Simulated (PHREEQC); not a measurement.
A solution holds 0.071 mol HF, 0.0006 mol NH4HF2 and 0.00011 mol H4SiO4 per kg of water, at 19 °C. It is in equilibrium with CO2 at log p = -3.4 (atm). Otherwise closed; pH follows from the charge balance.

Computed with PHREEQC (ion-association model, wateq4f.dat).

```
quantity                   before    after
------------------------  -------  -------
pH                           2.20     2.11
ionic strength (mol/kgw)  0.00760  0.00917
HF (mol/kgw)               0.0482   0.0670
H2F2 (mol/kgw)            0.00750   0.0145
F- (mol/kgw)              0.00618  0.00710
HF2- (mol/kgw)            0.00109  0.00174
SI of Quartz (SiO2)         -8.19    -8.89
```

### Question
Name the change that produced these shifts.
(A) HF left out
(B) NH4HF2 replaced by HBF4 at the same molality
(C) HF from 0.071 to 0.106 mol/kgw
(D) HF replaced by HBF4 at the same molality
(E) NH4HF2 from 0.0006 to 6e-05 mol/kgw

### Answer
C, HF from 0.071 to 0.106 mol/kgw

No solid was allowed to form. wateq4f.dat counts part of the HF as a dimer, H2F2, which phreeqc.dat doesn't know; its constant is uncertain. SiF6-2 is the database's only silicon fluoride.
